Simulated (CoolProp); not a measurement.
Properties of R1336mzz(E) along the isotherm 136.85 °C.

The numbers come from the reference Helmholtz-energy equation of state, Akasaka 2023 in CoolProp.

| p (MPa) | phase | density (kg/m³) | speed of sound (m/s) | Joule-Thomson coefficient (K/MPa) | expansivity (1/kK) |
|---|---|---|---|---|---|
| 0.713 | gas | 37.79 | 136.6 | 11.30 | 3.433 |
| 1.43 | gas | 85.73 | 123.0 | 12.85 | 5.222 |
| 2.14 | gas | 152.4 | 106.6 | 15.27 | 9.389 |
| 2.85 | supercritical | 285.6 | 83.66 | 19.49 | 34.56 |
| 3.56 | supercritical | 738.9 | 109.6 | 5.659 | 27.77 |
| 4.28 | supercritical | 828.1 | 149.7 | 2.817 | 12.36 |
| 4.99 | supercritical | 873.6 | 176.9 | 1.902 | 8.780 |
| 5.7 | supercritical | 905.6 | 198.8 | 1.421 | 7.076 |
